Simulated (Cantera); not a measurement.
Dilute partial oxidation

A perfectly stirred reactor is fed with CH3OH : O2 : N2 = 0.011 : 0.0091 : 1 (molar parts), at 1000000 Pa; it is held at 975 K, and followed from long to short residence time.

Detailed kinetics in Cantera: GRI-Mech 3.0 (53 species, 325 reactions). GRI-Mech 3.0 was tuned for natural gas; its chemistry of methanol as a main component is partial and can be far from experiment.

```csv
τ (s),x CH3OH,x O2,x NO,x H2,x N2O,x C2H6,x O
27,3.36e-5,6.58e-5,1.98e-12,0.00954,6.93e-9,8.69e-12,5.60e-11
4.5,0.000132,0.000196,2.68e-12,0.00868,1.02e-8,3.60e-12,2.19e-10
0.77,0.000406,0.000578,1.59e-12,0.00754,7.66e-9,1.45e-12,6.98e-10
0.13,0.00122,0.00163,<1e-12,0.00625,3.47e-9,<1e-12,1.32e-9
0.022,0.00408,0.00418,<1e-12,0.00378,1.06e-9,<1e-12,1.07e-9
0.0038,0.0108,0.00892,<1e-12,2.04e-9,<1e-12,<1e-12,<1e-12
0.00064,0.0108,0.00892,<1e-12,3.22e-10,<1e-12,<1e-12,<1e-12
```
x: mole fraction; the columns are a selection and need not sum to one.
